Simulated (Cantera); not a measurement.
Mixture: C3H8 : O2 : N2 = 1 : 6.58 : 24.7 (molar parts), equivalence ratio 0.76, at 0.390 bar, adiabatic and at constant volume. Ignition delay is the time to a rise of 400 K.

Detailed kinetics in Cantera: GRI-Mech 3.0 (53 species, 325 reactions). GRI-Mech 3.0 was tuned for natural gas; its chemistry of propane as a main component is partial and can be far from experiment.

Q: What does this change do: 2.3 parts H2O added?

A: 
```tsv
quantity	before	after
delay at 1075 K	0.153 s	0.170 s
delay at 1175 K	14.6 ms	16.2 ms
delay at 1275 K	2.10 ms	2.32 ms
delay at 1375 K	0.474 ms	0.512 ms
delay at 1475 K	0.159 ms	0.167 ms
apparent activation energy between 1425 and 1525 K	170 kJ/mol	170 kJ/mol
```

Q: What does this change do: constant pressure in place of constant volume?

A: 
```csv
quantity,before,after
delay at 1075 K,0.153 s,0.160 s
delay at 1175 K,14.6 ms,15.5 ms
delay at 1275 K,2.10 ms,2.26 ms
delay at 1375 K,0.474 ms,0.516 ms
delay at 1475 K,0.159 ms,0.176 ms
apparent activation energy between 1425 and 1525 K,170 kJ/mol,160 kJ/mol
```
